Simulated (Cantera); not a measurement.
Charge: 1 mol Si, 1.9 mol H₂, at 13300 Pa.

Equilibrium computed with Cantera from the NASA thermochemical tables; the gas is ideal and each condensed phase is pure. Candidate condensed phases: Si; 9 gas species. Gases not in the tables: Si₂H₆ and higher silanes. Kinetics and transport are ignored.

log p: log10 of the partial pressure in bar; n: condensed amount in mol.

```json
[
 {"T (K)": "623", "log p H₂": "-0.88", "log p H": "<-12", "log p SiH₂": "<-12", "log p Si": "<-12", "log p SiH": "<-12", "n Si(s)": "1.00", "n Si(l)": "0"},
 {"T (K)": "723", "log p H₂": "-0.88", "log p H": "<-12", "log p SiH₂": "<-12", "log p Si": "<-12", "log p SiH": "<-12", "n Si(s)": "1.00", "n Si(l)": "0"},
 {"T (K)": "823", "log p H₂": "-0.88", "log p H": "-11.57", "log p SiH₂": "<-12", "log p Si": "<-12", "log p SiH": "<-12", "n Si(s)": "1.00", "n Si(l)": "0"},
 {"T (K)": "923", "log p H₂": "-0.88", "log p H": "-10.05", "log p SiH₂": "-11.96", "log p Si": "<-12", "log p SiH": "<-12", "n Si(s)": "1.00", "n Si(l)": "0"},
 {"T (K)": "1023", "log p H₂": "-0.88", "log p H": "-8.82", "log p SiH₂": "-10.62", "log p Si": "<-12", "log p SiH": "<-12", "n Si(s)": "1.00", "n Si(l)": "0"},
 {"T (K)": "1123", "log p H₂": "-0.88", "log p H": "-7.81", "log p SiH₂": "-9.52", "log p Si": "<-12", "log p SiH": "-12.22", "n Si(s)": "1.00", "n Si(l)": "0"},
 {"T (K)": "1223", "log p H₂": "-0.88", "log p H": "-6.96", "log p SiH₂": "-8.60", "log p Si": "-11.49", "log p SiH": "-10.82", "n Si(s)": "1.00", "n Si(l)": "0"},
 {"T (K)": "1323", "log p H₂": "-0.88", "log p H": "-6.24", "log p SiH₂": "-7.82", "log p Si": "-10.05", "log p SiH": "-9.62", "n Si(s)": "1.00", "n Si(l)": "0"},
 {"T (K)": "1423", "log p H₂": "-0.88", "log p H": "-5.62", "log p SiH₂": "-7.15", "log p Si": "-8.82", "log p SiH": "-8.60", "n Si(s)": "1.000", "n Si(l)": "0"},
 {"T (K)": "1523", "log p H₂": "-0.88", "log p H": "-5.07", "log p SiH₂": "-6.57", "log p Si": "-7.74", "log p SiH": "-7.72", "n Si(s)": "1.000", "n Si(l)": "0"},
 {"T (K)": "1623", "log p H₂": "-0.88", "log p H": "?", "log p SiH₂": "?", "log p Si": "?", "log p SiH": "?", "n Si(s)": "1.000", "n Si(l)": "0"},
 {"T (K)": "1723", "log p H₂": "-0.88", "log p H": "-4.18", "log p SiH₂": "-5.65", "log p Si": "-6.01", "log p SiH": "-6.29", "n Si(s)": "0", "n Si(l)": "1.000"}
]
```

Problem. What belongs in the gaps?

Solution. 
- 1623, log p H: -4.60
- 1623, log p SiH₂: -6.06
- 1623, log p Si: -6.81
- 1623, log p SiH: -6.94
